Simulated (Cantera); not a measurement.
Feed: 1 mol SiO2, 9.6 mol H2, 1.4 mol N2, held at 6.00 mbar.

Method: chemical equilibrium by Gibbs-energy minimisation in Cantera with the NASA 1993 tables (ideal gas, pure condensed phases). Candidate condensed phases: H2O, Si, SiO2, Si2N2O, Si3N4; 35 gas species. The tables hold silica as quartz up to 1696 K and as liquid above; real silica turns to tridymite and cristobalite and melts near 1996 K. The numbers say what is thermodynamically allowed, not how fast it happens.

x: gas mole fraction; n: condensed amount in mol.

| T (K) | x H2 | x N2 | x SiO | x H2O | x H | x OH | x SiO2 | n SiO2(β-quartz) | n SiO2(condensed) |
|---|---|---|---|---|---|---|---|---|---|
| 1423 | 0.872 | 0.127 | 0.000154 | 0.000154 | 8.01e-5 | 3.07e-10 | 2.73e-11 | 0.998 | 0 |
| 1448 | 0.872 | 0.127 | … | … | … | … | 6.48e-11 | 0.997 | 0 |
| 1473 | 0.872 | 0.127 | 0.000335 | 0.000335 | 0.000153 | 1.53e-9 | 1.49e-10 | 0.996 | 0 |
| 1498 | 0.872 | 0.127 | 0.000485 | 0.000485 | 0.000207 | 3.27e-9 | 3.34e-10 | 0.995 | 0 |
| 1523 | 0.871 | 0.127 | 0.000692 | 0.000692 | 0.000278 | 6.82e-9 | 7.29e-10 | 0.992 | 0 |
| 1548 | 0.871 | 0.127 | 0.000976 | 0.000976 | 0.000371 | 1.39e-8 | 1.55e-9 | 0.989 | 0 |
| 1573 | 0.870 | 0.127 | 0.00136 | 0.00136 | 0.000490 | 2.77e-8 | 3.21e-9 | 0.985 | 0 |
| 1598 | 0.869 | 0.127 | 0.00188 | 0.00188 | 0.000640 | 5.39e-8 | 6.50e-9 | 0.979 | 0 |
| 1623 | 0.867 | 0.127 | 0.00257 | 0.00257 | 0.000831 | 1.03e-7 | 1.29e-8 | 0.972 | 0 |
| 1648 | 0.865 | 0.127 | … | … | … | … | 2.50e-8 | 0.962 | 0 |
| 1673 | 0.863 | 0.127 | 0.00464 | 0.00464 | 0.00137 | 3.53e-7 | 4.75e-8 | 0.949 | 0 |
| 1698 | 0.860 | 0.126 | 0.00615 | 0.00615 | 0.00173 | 6.37e-7 | 8.86e-8 | 0 | 0.932 |
| 1723 | 0.856 | 0.126 | 0.00806 | 0.00805 | 0.00218 | 1.12e-6 | 1.61e-7 | 0 | 0.911 |
| 1748 | 0.851 | 0.126 | 0.0105 | 0.0104 | 0.00272 | 1.95e-6 | 2.87e-7 | 0 | 0.884 |

Q: Complete the blanks.

A: 
- 1648, x SiO: 0.00347
- 1648, x H2O: 0.00347
- 1648, x H: 0.00107
- 1648, x OH: 1.93e-7
- 1448, x SiO: 0.000229
- 1448, x H2O: 0.000229
- 1448, x H: 0.000111
- 1448, x OH: 6.94e-10
